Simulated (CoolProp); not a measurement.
Vapour-liquid equilibrium of CHF3 (R23) (1) + R134a (2) at -24.65 °C; x and y are mole fractions of (1).

The numbers come from the multi-fluid Helmholtz-energy mixture model, Penoncello 2003 and Tillner-Roth 1994; pair parameters Bell 2016 in CoolProp.

Problem. Give the bubble pressure and the first vapour's composition at x = 0.725, 0.8, 0.875. Is there an azeotrope?

Solution. x = 0.725: 8.553 bar, y = 0.953; x = 0.8: 9.455 bar, y = 0.968; x = 0.875: 10.39 bar, y = 0.981. No azeotrope shows between x = 0.05 and 0.95.

The pair parameters rest on a limited set of measurements; away from them the model extrapolates.
